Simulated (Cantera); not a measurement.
Charge: 1 mol Fe, 24 mol H2O, 24 mol CO, at 1450 K and 0.120 bar.

Equilibrium computed with Cantera from the NASA thermochemical tables; the gas is ideal and each condensed phase is pure. Candidate condensed phases: C, C6H6, C7H8, C8H18, Fe, Fe(CO)5, FeO, Fe(OH)2, Fe(OH)3, Fe2O3, Fe3O4, H2O; 114 gas species. The tables' stoichiometric FeO is somewhat more stable than real wüstite, so its field is too wide. FeO: taken at fixed stoichiometry. The numbers say what is thermodynamically allowed, not how fast it happens.

Base state: CO 0.314, H2O 0.293, H2 0.207, CO2 0.186, H 1.24e-5 (mole fractions); condensed: FeO(s).

Question: What changes in the equilibrium state with this change: H2O from 24 to 0.2 mol?

Answer: 
```csv
species,before,after
CO,0.314,0.984
CO2,0.186,0.00811
H2,0.207,0.00810
H2O,0.293,0.000159
H,1.24e-5,2.46e-6
"FeO(s), mol",1.000,0
"Fe(γ), mol",0,1.000
```
